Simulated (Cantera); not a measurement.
## Nb2O5 + H2 (hydrogen reduction and annealing atmospheres)

Feed: 1 mol Nb2O5, 360 mol H2, equilibrated at 10000 Pa.

Equilibrium computed with Cantera from the NASA thermochemical tables; the gas is ideal and each condensed phase is pure. Candidate condensed phases: H2O, Nb, NbO, NbO2, Nb2O5; 12 gas species. Mutual solubility and eutectic melting of coexisting phases are not modelled. NbO: taken at fixed stoichiometry. Condensed phases not in the tables: the oxides between NbO2 and Nb2O5. Kinetics and transport are ignored.

```json
[
 {"T (K)": "925", "x H2": "0.997", "x H2O": "0.00278", "x H": "8.22e-10", "x NbO2": "<1e-12", "x OH": "<1e-12", "n NbO2(s)": "2.00", "n NbO(s)": "0"},
 {"T (K)": "1075", "x H2": "0.997", "x H2O": "0.00278", "x H": "4.63e-8", "x NbO2": "<1e-12", "x OH": "<1e-12", "n NbO2(s)": "2.00", "n NbO(s)": "0"},
 {"T (K)": "1225", "x H2": "0.997", "x H2O": "0.00278", "x H": "9.84e-7", "x NbO2": "<1e-12", "x OH": "2.49e-11", "n NbO2(s)": "2.00", "n NbO(s)": "0"},
 {"T (K)": "1375", "x H2": "0.997", "x H2O": "0.00278", "x H": "1.08e-5", "x NbO2": "1.01e-11", "x OH": "5.42e-10", "n NbO2(s)": "2.00", "n NbO(s)": "0"},
 {"T (K)": "1525", "x H2": "0.997", "x H2O": "0.00278", "x H": "7.47e-5", "x NbO2": "1.29e-9", "x OH": "6.46e-9", "n NbO2(s)": "2.00", "n NbO(s)": "0"},
 {"T (K)": "1675", "x H2": "0.996", "x H2O": "0.00359", "x H": "0.000366", "x NbO2": "6.66e-8", "x OH": "6.39e-8", "n NbO2(s)": "1.71", "n NbO(s)": "0.293"},
 {"T (K)": "1825", "x H2": "0.992", "x H2O": "0.00664", "x H": "0.00139", "x NbO2": "1.76e-6", "x OH": "6.49e-7", "n NbO2(s)": "0.608", "n NbO(s)": "1.39"},
 {"T (K)": "1975", "x H2": "0.987", "x H2O": "0.00829", "x H": "0.00430", "x NbO2": "2.07e-5", "x OH": "3.44e-6", "n NbO2(s)": "0", "n NbO(s)": "1.99"}
]
```
x: gas mole fraction; n: condensed amount in mol.

From 925 K to 1525 K the condensed part is NbO2(s). From 1675 K to 1825 K the condensed part is NbO(s) + NbO2(s). At 1975 K the condensed part is NbO(s).
